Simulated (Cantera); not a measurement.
What does this Cantera script print?

```python
import numpy as np
import cantera as ct

gas_names = [...]  # 136 gases of nasa_gas.yaml made of C, H, N, O
cond_names = """
    C(gr) C6H6(L) C7H8(L) C8H18(L),n-octa H2O(s) H2O(L)
""".split()


# ... load() reads the species with a 1 bar reference pressure and builds the phases ...
atoms = {
    'n-butane': {'C': 4, 'H': 10},
    'H2': {'H': 2},
    'N2': {'N': 2},
    'O2': {'O': 2},
}
top_T = {'C(gr)': 4500}  # K; cautious upper limits of use, not melting points


# ... equilibrate(T, P, feed) seeds the gas with the atoms and calls Mixture.equilibrate('TP', solver="vcs", rtol=1e-11, max_steps=5000) ...
results = []
feed = {'n-butane': 1, 'H2': 14, 'N2': 0.89, 'O2': 0.18}  # mol
P = 20000  # Pa
for T in [973, 1073, 1173, 1273, 1373, 1473, 1573, 1673, 1773, 1873, 1973, 2073, 2173, 2273]:
    mix = equilibrate(T, P, feed)
    results.append((T, P, feed, dict(zip(mix.species_names, mix.species_moles))))

top = {s: max(r[3][s] / sum(r[3][g] for g in gas_names) for r in results) for s in gas_names}
cols = sorted((s for s in top if top[s] > 0.001), key=lambda s: -top[s])[:6]
seen = [c for c in cond_names if any(r[3].get(c, 0) > 1e-12 for r in results)]
print("log10 of partial pressures in bar; condensed amounts in mol")
print(f"{'T/K':>10s}" + "".join(f"{s[:9]:>10s}" for s in cols + seen))
for T, P, feed, n in results:
    ng = sum(n[g] for g in gas_names)
    print(f"{T:10.4g}" + "".join(f"{np.log10(max(n[s] / ng * P / 1e5, 1e-99)):10.3f}" for s in cols)
          + "".join(f"{n.get(c, 0):10.4g}" for c in seen))
```

It prints:

```
log10 of partial pressures in bar; condensed amounts in mol
       T/K        H2        N2       CH4         H        CO       HCN     C(gr)
       973    -0.737    -2.046    -2.366    -9.335    -2.488    -6.870     3.252
      1073    -0.731    -2.052    -2.799    -8.219    -2.456    -6.203     3.489
      1173    -0.728    -2.055    -3.168    -7.293    -2.451    -5.652     3.574
      1273    -0.727    -2.055    -3.482    -6.511    -2.449    -5.188     3.607
      1373    -0.727    -2.056    -3.752    -5.841    -2.449    -4.793     3.621
      1473    -0.727    -2.057    -3.986    -5.261    -2.449    -4.452     3.626
      1573    -0.727    -2.058    -4.190    -4.754    -2.449    -4.155     3.625
      1673    -0.727    -2.059    -4.370    -4.307    -2.449    -3.895      3.62
      1773    -0.727    -2.062    -4.529    -3.910    -2.449    -3.664     3.609
      1873    -0.728    -2.065    -4.671    -3.554    -2.449    -3.460     3.589
      1973    -0.729    -2.071    -4.798    -3.234    -2.450    -3.278     3.558
      2073    -0.731    -2.078    -4.915    -2.945    -2.450    -3.115     3.509
      2173    -0.734    -2.088    -5.022    -2.683    -2.451    -2.970     3.438
      2273    -0.738    -2.101    -5.123    -2.445    -2.453    -2.841     3.337
```

These are equilibrium values from Cantera (NASA tables, ideal gas, pure condensed phases), not measurements of a reactor.
